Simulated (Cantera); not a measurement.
Mixture: CH₄ : O₂ : N₂ = 1 : 2.7 : 7.84 (molar parts), equivalence ratio 0.74, at 28500 Torr, adiabatic and at constant volume. Ignition delay is the time to a rise of 400 K.

Model: GRI-Mech 3.0 (53 species, 325 reactions), integrated in Cantera. The pressure lies above the range GRI-Mech 3.0 was tuned for (to about 10 atm).

Problem. What does this change do: CH4 1 to 2.6 parts?

Solution. 
| quantity | before | after |
|---|---|---|
| delay at 1050 K | 6.84 ms | 8.86 ms |
| delay at 1150 K | 1.50 ms | 2.06 ms |
| delay at 1250 K | 0.427 ms | 0.611 ms |
| delay at 1350 K | 0.146 ms | 0.211 ms |
| delay at 1450 K | 56.8 µs | 80.9 µs |
| delay at 1550 K | 24.3 µs | 33.4 µs |
| apparent activation energy between 1350 and 1550 K | 160 kJ/mol | 160 kJ/mol |
